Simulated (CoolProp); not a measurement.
n-perfluorobutane along the isotherm 144.65 °C: Z from the reference equation and from simpler models built on Tc = 113.2 °C, pc = 2322 kPa, ω = 0.372; each cubic takes its own stable root.

Model: reference Helmholtz-energy equation of state, Gao 2022, in CoolProp.

```csv
p (kPa),phase,reference
18.4,gas,0.9981
32.6,gas,0.9966
58.1,gas,0.9939
103,gas,0.9891
184,gas,0.9805
326,gas,0.9650
581,gas,0.9361
1030,gas,0.8817
1840,gas,0.7690
3260,supercritical,0.5144
5810,supercritical,0.4248
```

Question: How far does each simpler model (Redlich-Kwong, Peng-Robinson) lie from the reference over these 11 states: mean and median of the absolute difference, and the worst?

Answer: 
- Redlich-Kwong: mean 1.9 %, median 0.4 %, worst -9.8 % at 144.65 °C and 3260 kPa
- Peng-Robinson: mean 1.1 %, median 0.7 %, worst +3.8 % at 144.65 °C and 5810 kPa
